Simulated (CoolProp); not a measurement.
Saturation properties of isopentane.

Values from CoolProp's reference Helmholtz-energy equation of state, Lemmon 2006. It is a short technical equation, of lower accuracy than the large ones.

| T (°C) | p (MPa) | vapour density (kg/m³) | surface tension (mN/m) |
|---|---|---|---|
| 54.65 | 0.2351 | 6.760 | 11.3 |
| 58.45 | 0.2617 | 7.486 | 10.9 |
| 62.25 | 0.2904 | ___ | 10.5 |
| 66.15 | 0.3223 | 9.146 | 10.1 |
| 69.95 | 0.3559 | 10.07 | 9.76 |
| 73.75 | 0.3921 | 11.06 | 9.38 |
| 77.55 | 0.4309 | 12.13 | 9.00 |
| 81.45 | 0.4737 | ___ | ___ |
| 85.25 | 0.5184 | 14.55 | 8.24 |
| 89.05 | 0.5662 | 15.88 | 7.87 |
| 92.85 | 0.6171 | 17.32 | 7.51 |
| 96.75 | 0.6729 | ___ | 7.13 |
| 100.55 | 0.7307 | 20.56 | 6.77 |
| 104.35 | 0.7922 | 22.34 | 6.41 |

Question: What belongs in the gaps?

Answer: 
- 62.25, vapour density (kg/m³): 8.273
- 81.45, vapour density (kg/m³): 13.31
- 81.45, surface tension (mN/m): 8.61
- 96.75, vapour density (kg/m³): 18.90

It boils at 27.8 °C under 1 atm.

Surface tension comes from a separate correlation (Mulero 2012).
